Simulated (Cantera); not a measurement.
A closed system holds: 1 mol MgCO3, 0.75 mol H2O, 0.2 mol H2, equilibrated at 898 K and 133 Pa.

These are equilibrium values from Cantera (NASA tables, ideal gas, pure condensed phases), not measurements of a reactor. Candidate condensed phases: C, C6H6, C7H8, C8H18, H2O, Mg, MgCO3, MgO, Mg(OH)2; 116 gas species. Kinetics and transport are ignored.

Base state: CO2 0.479, H2O 0.418, H2 0.0687, CO 0.0338 (mole fractions); condensed: MgO(s).

Problem. What changes in the equilibrium state with this change: temperature from 898 K to 598 K?

Solution. 
| species | before | after |
|---|---|---|
| CO2 | 0.479 | 0.508 |
| H2O | 0.418 | 0.389 |
| H2 | 0.0687 | 0.0980 |
| CO | 0.0338 | 0.00441 |
| CH4 | <1e-9 | 4.22e-5 |
| MgO(s), mol | 1.00 | 1.00 |

Problem. What changes in the equilibrium state with this change: H2 from 0.2 to 3.6 mol?

Solution. 
```
species      before   after
-----------  ------  ------
H2           0.0687   0.577
H2O           0.418   0.236
CO           0.0338  0.0958
CO2           0.479  0.0911
MgO(s), mol    1.00    1.00
```

Problem. What changes in the equilibrium state with this change: temperature from 898 K to 1775 K?

Solution. 
| species | before | after |
|---|---|---|
| H2O | 0.418 | 0.462 |
| CO2 | 0.479 | 0.431 |
| CO | 0.0338 | 0.0805 |
| H2 | 0.0687 | 0.0232 |
| Mg | <1e-9 | 1.50e-5 |
| OH | <1e-9 | 0.00150 |
| H | <1e-9 | 0.00121 |
| O2 | <1e-9 | 0.000540 |
| MgO(s), mol | 1.00 | 1.000 |
